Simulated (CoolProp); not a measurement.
A closed Brayton cycle with carbon dioxide: compressor inlet 318.15 K and 7.6 MPa, high pressure 21.9 MPa, turbine inlet 665 K, compressor efficiency 0.85, turbine efficiency 0.93, recuperator effectiveness 0.8 (on enthalpy, no pinch check). Each further row changes one setting.

Computed with CoolProp (reference Helmholtz-energy equation of state, Span 1996).

```tsv
case	thermal efficiency (%)	net work (kJ/kg)	compressor to turbine work	compressor exit (K)	turbine exit (K)
as stated	25.7	57.0	0.48	406.0	550.5
turbine inlet 615 K	23.0	46.3	…	406.0	505.0
compressor inlet 328.15 K	24.0	49.9	0.55	422.7	550.5
high pressure 18.6 MPa	…	51.5	…	392.0	567.8
recuperator effectiveness 0.5	21.0	57.0	0.48	406.0	550.5
```

Q: What belongs in the gaps?

A: 
- turbine inlet 615 K, compressor to turbine work: 0.53
- high pressure 18.6 MPa, thermal efficiency (%): 24.9
- high pressure 18.6 MPa, compressor to turbine work: 0.46
